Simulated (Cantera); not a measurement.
Cantera run:

```python
import numpy as np
import cantera as ct

gas_names = """
    H HO2 H2 H2O H2O2 Mg MgH MgO MgOH MgO2H2 Mg2 O OH O2 O3
""".split()
cond_names = """
    H2O(s) H2O(L) Mg(cr) Mg(L) MgO(s) MgO(L) MgO2H2(s)
""".split()


# ... load() reads the species with a 1 bar reference pressure and builds the phases ...
atoms = {
    'Mg(OH)2': {'Mg': 1, 'O': 2, 'H': 2},
    'H2': {'H': 2},
    'O2': {'O': 2},
}
top_T = {}  # K; cautious upper limits of use, not melting points


# ... equilibrate(T, P, feed) seeds the gas with the atoms and calls Mixture.equilibrate('TP', solver="vcs", rtol=1e-11, max_steps=5000) ...
results = []
feed = {'Mg(OH)2': 1, 'H2': 0.095, 'O2': 0.45}  # mol
T = 1375  # K
P = 1000  # Pa
mix = equilibrate(T, P, feed)
results.append((T, P, feed, dict(zip(mix.species_names, mix.species_moles))))
print(gas.report(threshold=0.0001))
for i in range(1, mix.n_phases):
    print(f"{mix.phase(i).name:16s} {mix.phase_moles(i):12.5e} mol")
```

It prints:

```
       temperature   1375 K
          pressure   1000 Pa
           density   0.0019044 kg/m^3
  mean mol. weight   21.772 kg/kmol
   phase of matter   gas

                          1 kg             1 kmol
                     ---------------   ---------------
          enthalpy       -6.2507e+06       -1.3609e+08  J
   internal energy       -6.7758e+06       -1.4752e+08  J
           entropy             13411        2.9199e+05  J/K
    Gibbs function       -2.4691e+07       -5.3757e+08  J
 heat capacity c_p            1990.8             43345  J/K
 heat capacity c_v            1608.9             35030  J/K

                      mass frac. Y      mole frac. X     chem. pot. / RT
                     ---------------   ---------------   ---------------
               H2O           0.60491           0.73106           -52.024
                OH        0.00016957        0.00021708           -34.368
                O2           0.39492           0.26871           -33.424
     [  +12 minor]        2.9982e-06        7.7825e-06

Mg(L)             0.00000e+00 mol
MgO(s)            1.00000e+00 mol
```

These are equilibrium values from Cantera (NASA tables, ideal gas, pure condensed phases), not measurements of a reactor.
